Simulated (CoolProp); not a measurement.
R245ca along the isobar 5570 kPa: Z from the reference equation and from simpler models built on Tc = 447.6 K, pc = 3941 kPa, ω = 0.355; each cubic takes its own stable root.

Values from CoolProp's reference Helmholtz-energy equation of state, Zhou 2016.

```json
[
 {"T (K)": "232.2", "phase": "liquid", "reference": "0.2494", "van der Waals": "0.4116", "Redlich-Kwong": "0.2805", "Soave-Redlich-Kwong": "0.2720", "Peng-Robinson": "0.2421"},
 {"T (K)": "239.5", "phase": "liquid", "reference": "0.2443", "van der Waals": "0.4023", "Redlich-Kwong": "0.2746", "Soave-Redlich-Kwong": "0.2659", "Peng-Robinson": "0.2366"},
 {"T (K)": "246.8", "phase": "liquid", "reference": "0.2396", "van der Waals": "0.3936", "Redlich-Kwong": "0.2692", "Soave-Redlich-Kwong": "0.2603", "Peng-Robinson": "0.2314"},
 {"T (K)": "254.2", "phase": "liquid", "reference": "0.2352", "van der Waals": "0.3855", "Redlich-Kwong": "0.2641", "Soave-Redlich-Kwong": "0.2550", "Peng-Robinson": "0.2267"},
 {"T (K)": "261.5", "phase": "liquid", "reference": "0.2312", "van der Waals": "0.3780", "Redlich-Kwong": "0.2596", "Soave-Redlich-Kwong": "0.2502", "Peng-Robinson": "0.2223"},
 {"T (K)": "268.8", "phase": "liquid", "reference": "0.2275", "van der Waals": "0.3711", "Redlich-Kwong": "0.2554", "Soave-Redlich-Kwong": "0.2458", "Peng-Robinson": "0.2183"},
 {"T (K)": "276.2", "phase": "liquid", "reference": "0.2239", "van der Waals": "0.3645", "Redlich-Kwong": "0.2515", "Soave-Redlich-Kwong": "0.2417", "Peng-Robinson": "0.2146"},
 {"T (K)": "283.5", "phase": "liquid", "reference": "0.2207", "van der Waals": "0.3585", "Redlich-Kwong": "0.2480", "Soave-Redlich-Kwong": "0.2380", "Peng-Robinson": "0.2112"},
 {"T (K)": "290.8", "phase": "liquid", "reference": "0.2178", "van der Waals": "0.3530", "Redlich-Kwong": "0.2449", "Soave-Redlich-Kwong": "0.2347", "Peng-Robinson": "0.2082"},
 {"T (K)": "298.2", "phase": "liquid", "reference": "0.2150", "van der Waals": "0.3478", "Redlich-Kwong": "0.2420", "Soave-Redlich-Kwong": "0.2316", "Peng-Robinson": "0.2054"},
 {"T (K)": "305.5", "phase": "liquid", "reference": "0.2125", "van der Waals": "0.3431", "Redlich-Kwong": "0.2395", "Soave-Redlich-Kwong": "0.2289", "Peng-Robinson": "0.2029"},
 {"T (K)": "312.8", "phase": "liquid", "reference": "0.2103", "van der Waals": "0.3387", "Redlich-Kwong": "0.2373", "Soave-Redlich-Kwong": "0.2265", "Peng-Robinson": "0.2007"},
 {"T (K)": "320.2", "phase": "liquid", "reference": "0.2082", "van der Waals": "0.3347", "Redlich-Kwong": "0.2353", "Soave-Redlich-Kwong": "0.2244", "Peng-Robinson": "0.1988"}
]
```
